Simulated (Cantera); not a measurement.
What does this Cantera script print?

```python
import numpy as np
import cantera as ct

gas = ct.Solution("gri30.yaml")
gas.TPX = 1100, 101325, {'N2O': 1, 'H2O': 0.041}
reactor = ct.IdealGasConstPressureReactor(gas, energy="off", clone=False)
net = ct.ReactorNet([reactor])
net.rtol, net.atol = 1e-08, 1e-18
show = ['N2O', 'H2O', 'O2', 'N2', 'O']
times = np.geomspace(3e-06, 2, 15)

steps = ct.SolutionArray(gas, extra=["t"])
rows = []
print(f"{'t/s':>10s}{'T/K':>9s}{'P/Pa':>11s}" + "".join(f"{s:>11s}" for s in show))
for t in times:
    while net.time < t:
        t_next = net.step()
        steps.append(gas.state, t=t_next)
    rows.append([np.interp(t, steps.t, y) for y in (steps.T, steps.P, *steps(*show).X.T)])
    print(f"{t:10.3e}{rows[-1][0]:9.1f}{rows[-1][1]:11.4g}" + "".join(f"{x:11.3e}" for x in rows[-1][2:]))
rate = np.gradient(steps.T, steps.t)
print("integrator steps:", len(steps.t))
if steps.T.max() > steps.T[0] + 200:
    print(f"time of steepest temperature rise: {steps.t[rate.argmax()]:.4e} s")
gas.TPX = 1100, 101325, {'N2O': 1, 'H2O': 0.041}
gas.equilibrate("TP")
print(f"equilibrium (TP): T = {gas.T:.1f} K  " + "  ".join(f"{s} {gas[s].X[0]:.3e}" for s in show))
```

Result:

```
       t/s      T/K       P/Pa        N2O        H2O         O2         N2          O
 3.000e-06   1100.0  1.013e+05  9.606e-01  3.939e-02  1.788e-08  1.437e-07  1.060e-07
 7.818e-06   1100.0  1.013e+05  9.606e-01  3.939e-02  1.024e-07  4.303e-07  2.147e-07
 2.038e-05   1100.0  1.013e+05  9.606e-01  3.939e-02  4.793e-07  1.334e-06  3.251e-07
 5.310e-05   1100.0  1.013e+05  9.606e-01  3.939e-02  1.693e-06  3.923e-06  3.574e-07
 1.384e-04   1100.0  1.013e+05  9.606e-01  3.938e-02  4.931e-06  1.076e-05  3.580e-07
 3.607e-04   1100.0  1.013e+05  9.606e-01  3.938e-02  1.338e-05  2.867e-05  3.578e-07
 9.399e-04   1100.0  1.013e+05  9.605e-01  3.938e-02  3.546e-05  7.573e-05  3.573e-07
 2.449e-03   1100.0  1.013e+05  9.603e-01  3.938e-02  9.379e-05  1.994e-04  3.564e-07
 6.384e-03   1100.0  1.013e+05  9.598e-01  3.937e-02  2.480e-04  5.242e-04  3.557e-07
 1.664e-02   1100.0  1.013e+05  9.585e-01  3.936e-02  6.499e-04  1.376e-03  3.533e-07
 4.336e-02   1100.0  1.013e+05  9.552e-01  3.931e-02  1.693e-03  3.594e-03  3.453e-07
 1.130e-01   1100.0  1.013e+05  9.465e-01  3.920e-02  4.391e-03  9.290e-03  3.293e-07
 2.945e-01   1100.0  1.013e+05  9.247e-01  3.891e-02  1.127e-02  2.364e-02  3.091e-07
 7.674e-01   1100.0  1.013e+05  8.717e-01  3.821e-02  2.815e-02  5.852e-02  2.884e-07
 2.000e+00   1100.0  1.013e+05  7.537e-01  3.664e-02  6.587e-02  1.362e-01  2.628e-07
integrator steps: 1060
equilibrium (TP): T = 1100.0 K  N2O 6.617e-09  H2O 2.661e-02  O2 3.244e-01  N2 6.489e-01  O 1.421e-09
```

Cantera simulation using GRI-Mech 3.0 (53 species, 325 reactions); the numbers are that mechanism's predictions, not measurements. GRI-Mech 3.0 was tuned for natural gas; its chemistry of N2O as a main component is partial and can be far from experiment. The mechanism lacks the step 2 NO + O2 → 2 NO2, which can matter for NO2 below about 1400 K. The temperature is held fixed by assumption; the heat of reaction is taken as removed at once.
